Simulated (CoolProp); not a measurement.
Vapour-liquid equilibrium of ethylene (1) + isobutane (2) at -75.95 °C; x and y are mole fractions of (1).

Model: multi-fluid Helmholtz-energy mixture model, Smukala 2000 and Bücker 2006; pair parameters Bell 2016, in CoolProp.

```json
[
 {"x": "0.05", "bubble pressure, mixture model (MPa)": "___", "bubble pressure, Raoult's law (MPa)": "0.02322", "y, mixture model": "0.845", "y, Raoult's law": "0.873"},
 {"x": "0.125", "bubble pressure, mixture model (MPa)": "0.04459", "bubble pressure, Raoult's law (MPa)": "0.05339", "y, mixture model": "0.938", "y, Raoult's law": "0.949"},
 {"x": "0.2", "bubble pressure, mixture model (MPa)": "0.07130", "bubble pressure, Raoult's law (MPa)": "0.08356", "y, mixture model": "0.964", "y, Raoult's law": "0.970"},
 {"x": "0.275", "bubble pressure, mixture model (MPa)": "0.09932", "bubble pressure, Raoult's law (MPa)": "0.1137", "y, mixture model": "0.976", "y, Raoult's law": "0.980"},
 {"x": "0.35", "bubble pressure, mixture model (MPa)": "0.1285", "bubble pressure, Raoult's law (MPa)": "0.1439", "y, mixture model": "___", "y, Raoult's law": "0.986"},
 {"x": "0.425", "bubble pressure, mixture model (MPa)": "0.1588", "bubble pressure, Raoult's law (MPa)": "0.1741", "y, mixture model": "0.988", "y, Raoult's law": "0.990"},
 {"x": "0.5", "bubble pressure, mixture model (MPa)": "0.1900", "bubble pressure, Raoult's law (MPa)": "0.2042", "y, mixture model": "0.991", "y, Raoult's law": "0.992"},
 {"x": "0.575", "bubble pressure, mixture model (MPa)": "0.2217", "bubble pressure, Raoult's law (MPa)": "0.2344", "y, mixture model": "___", "y, Raoult's law": "0.994"},
 {"x": "0.65", "bubble pressure, mixture model (MPa)": "0.2538", "bubble pressure, Raoult's law (MPa)": "0.2646", "y, mixture model": "0.995", "y, Raoult's law": "0.996"},
 {"x": "0.725", "bubble pressure, mixture model (MPa)": "0.2861", "bubble pressure, Raoult's law (MPa)": "0.2948", "y, mixture model": "0.997", "y, Raoult's law": "0.997"},
 {"x": "0.8", "bubble pressure, mixture model (MPa)": "0.3184", "bubble pressure, Raoult's law (MPa)": "0.3249", "y, mixture model": "0.998", "y, Raoult's law": "0.998"},
 {"x": "0.875", "bubble pressure, mixture model (MPa)": "0.3508", "bubble pressure, Raoult's law (MPa)": "0.3551", "y, mixture model": "0.999", "y, Raoult's law": "0.999"},
 {"x": "0.95", "bubble pressure, mixture model (MPa)": "0.3833", "bubble pressure, Raoult's law (MPa)": "0.3853", "y, mixture model": "1.000", "y, Raoult's law": "1.000"}
]
```

Question: Fill in the missing entries.

Answer: 
- 0.05, bubble pressure, mixture model (MPa): 0.01924
- 0.35, y, mixture model: 0.983
- 0.575, y, mixture model: 0.993

The largest gap from Raoult's law is -17.1 % in bubble pressure, at x = 0.05. No azeotrope shows between x = 0.05 and 0.95.

Pair parameters are fitted to limited data, so mixtures are less certain than the pure fluids.
